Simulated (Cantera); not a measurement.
Standard-state values (1 bar) from the NASA 1993 polynomials, evaluated with Cantera. Values are per mole of reaction as written; species without (g) are pure solids or liquids, kept so even where they would boil at 1 bar.

**Question.** Between 300 and 2850 K, where is each reaction favourable under standard conditions?
- 3 NO(g) = 3 N(g) + O₃(g)

**Answer.** 
- 3 NO(g) = 3 N(g) + O₃(g): ΔG° is 1266 kJ at 300 K and 1030 kJ at 2850 K; it stays positive (K < 1). ΔH° is 1339 kJ and ΔS° 108 J/K at 2850 K.
